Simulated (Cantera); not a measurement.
Input: 1 mol Cr, 0.8 mol NH₃, 7.1 mol N₂, equilibrated at 2375 °C and 10.0 mbar.

Equilibrium computed with Cantera from the NASA thermochemical tables; the gas is ideal and each condensed phase is pure. Candidate condensed phases: Cr, CrN, Cr₂N; 11 gas species. Rates play no part.

Base state: N₂ 0.729, H 0.114, Cr 0.0972, H₂ 0.0598 (mole fractions); condensed: gas only.

Q: What changes in the equilibrium state with this change: N₂ from 7.1 to 1.3 mol?

A: 
```tsv
species	before	after
N₂	0.729	0.393
Cr	0.0972	0.231
H	0.114	0.197
H₂	0.0598	0.179
```

Q: What changes in the equilibrium state with this change: temperature from 2375 °C to 1627 °C?

A: 
```
species     before    after
----------  ------  -------
N₂           0.729    0.831
H₂          0.0598    0.131
Cr          0.0972   0.0350
H            0.114  0.00288
Cr(s), mol       0    0.684
```

Q: What changes in the equilibrium state with this change: NH₃ from 0.8 to 0.43 mol?

A: 
```csv
species,before,after
N₂,0.729,0.784
Cr,0.0972,0.107
H,0.114,0.0796
H₂,0.0598,0.0293
```
